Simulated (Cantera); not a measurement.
A closed system holds: 1 mol B2O3, 8.1 mol N2, 2.9 mol H2, held at 63.0 Pa.

Cantera equilibrium calculation (NASA polynomials, part measured and part estimated; ideal gas, pure solids and liquids). Candidate condensed phases: B, BN, B2O3, B3O3H3, H2O; 39 gas species. N2 is the only nitrogen source here; it is nearly inert below about 1500 K, so the nitride shown seldom forms there in practice. Mutual solubility and eutectic melting of coexisting phases are not modelled. Equilibrium is a limit: real reactors are often held back by kinetics, nucleation or transport.

Q: Which condensed phases are stable at each of these points (T (K)): 1225, 1325, 1425, 1525, 1625, 1725, 1825, 1925, 2025, 2125, 2225?

A: 
```tsv
T (K)	condensed phases	B condensed (%)
1225	BN(s) + B2O3(l)	99.6
1325	BN(s) + B2O3(l)	97.9
1425	BN(s) + B2O3(l)	86.8
1525	B2O3(l)	9.5
1625	gas only	0.0
1725	gas only	0.0
1825	gas only	0.0
1925	gas only	0.0
2025	gas only	0.0
2125	gas only	0.0
2225	gas only	0.0
```

From 1225 K to 1425 K the condensed part is BN(s) + B2O3(l). At 1525 K the condensed part is B2O3(l). From 1625 K to 2225 K nothing is condensed.
